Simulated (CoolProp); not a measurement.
Diethyl ether at several states: fugacity coefficient from the reference equation and from simpler models built on Tc = 194.7 °C, pc = 37.17 bar, ω = 0.282; each cubic takes its own stable root.

Computed with CoolProp (reference Helmholtz-energy equation of state, Thol 2014).

| T (°C) | p (bar) | phase | reference |
|---|---|---|---|
| 17.15 | 1.45 | liquid | 0.3529 |
| 96.55 | 11.9 | liquid | 0.4528 |
| 87.25 | 0.405 | gas | 0.9907 |
| 228.95 | 9.54 | gas | 0.9329 |
| 11.75 | 1.81 | liquid | 0.2271 |

How far does each simpler model (Redlich-Kwong, Soave-Redlich-Kwong) lie from the reference over these 5 states: mean and median of the absolute difference, and the worst?


- Redlich-Kwong: mean 49.4 %, median 34.5 %, worst +109.8 % at 11.75 °C and 1.81 bar
- Soave-Redlich-Kwong: mean 0.7 %, median 0.6 %, worst +2.0 % at 96.55 °C and 11.9 bar
